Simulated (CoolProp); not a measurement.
Model: reference Helmholtz-energy equation of state, Span 1996, in CoolProp.

For carbon dioxide, give the phase and the cv (kJ/(kg K)), Joule-Thomson coefficient (K/MPa), expansivity (1/kK), Prandtl number at 230.6 K and 24.6 bar.


- 230.6 K and 24.6 bar: liquid; cv 0.958, Joule-Thomson coefficient -0.0932, expansivity 3.43, Prandtl number 2.51

Viscosity comes from a separate model (Laesecke 2017). Thermal conductivity comes from a separate model (Huber 2016).
